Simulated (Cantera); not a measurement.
A perfectly stirred reactor is fed with N2O = 1 (molar parts), at 20.0 Torr; it is held at 1448 K, and followed from long to short residence time.

Computed with Cantera and GRI-Mech 3.0 (53 species, 325 reactions). GRI-Mech 3.0 was tuned for natural gas; its chemistry of N2O as a main component is partial and can be far from experiment. Radical loss at walls, strong at low pressure, is not modelled. The temperature is held fixed by assumption; the heat of reaction is taken as removed at once.

x: mole fraction; the columns are a selection and need not sum to one.

```csv
τ (s),x N2O,x NO,x O,x NO2,x O2,x N2
2.5,0.252,0.109,4.21e-5,[?],0.194,0.444
0.98,0.461,0.0792,4.25e-5,[?],0.140,0.319
0.39,0.682,0.0468,4.27e-5,[?],0.0824,0.188
0.16,0.840,0.0236,4.27e-5,[?],0.0416,0.0951
0.062,0.931,0.0102,4.27e-5,[?],0.0179,0.0408
0.025,0.971,0.00426,4.26e-5,[?],0.00749,0.0172
0.0099,0.988,0.00171,4.24e-5,[?],0.00300,0.00690
0.0040,0.995,0.000683,4.17e-5,[?],0.00120,0.00279
0.0016,0.998,0.000264,4.01e-5,[?],0.000464,0.00110
```

What belongs in the gaps?


- 2.5, x NO2: 3.36e-5
- 0.98, x NO2: 2.13e-5
- 0.39, x NO2: 1.06e-5
- 0.16, x NO2: 4.40e-6
- 0.062, x NO2: 1.46e-6
- 0.025, x NO2: 4.17e-7
- 0.0099, x NO2: 9.35e-8
- 0.0040, x NO2: 1.79e-8
- 0.0016, x NO2: 2.90e-9
